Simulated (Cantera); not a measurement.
Mixture: CH4 : C2H6 : C3H8 : O2 : N2 = 1 : 0.11 : 1.1 : 6.07 : 22.8 (molar parts), at 9.87 atm, adiabatic and at constant pressure. Ignition delay is the time to a rise of 400 K.

Model: GRI-Mech 3.0 (53 species, 325 reactions), integrated in Cantera. GRI-Mech 3.0 was tuned for natural gas; its chemistry of propane as a main component is partial and can be far from experiment.

Task: What does this change do: 1.5 parts H2O added?

Result: 
```
quantity                                                before       after
--------------------------------------------------  ----------  ----------
delay at 1073 K                                        10.2 ms     9.78 ms
delay at 1173 K                                        2.14 ms     2.12 ms
delay at 1273 K                                       0.440 ms    0.449 ms
delay at 1373 K                                       0.104 ms    0.109 ms
delay at 1473 K                                        30.9 µs     32.6 µs
apparent activation energy between 1373 and 1473 K  200 kJ/mol  200 kJ/mol
```

Task: What does this change do: CH4 1 to 0.42 parts?

Result: 
```csv
quantity,before,after
delay at 1073 K,10.2 ms,9.07 ms
delay at 1173 K,2.14 ms,1.89 ms
delay at 1273 K,0.440 ms,0.387 ms
delay at 1373 K,0.104 ms,91.5 µs
delay at 1473 K,30.9 µs,27.2 µs
apparent activation energy between 1373 and 1473 K,200 kJ/mol,200 kJ/mol
```
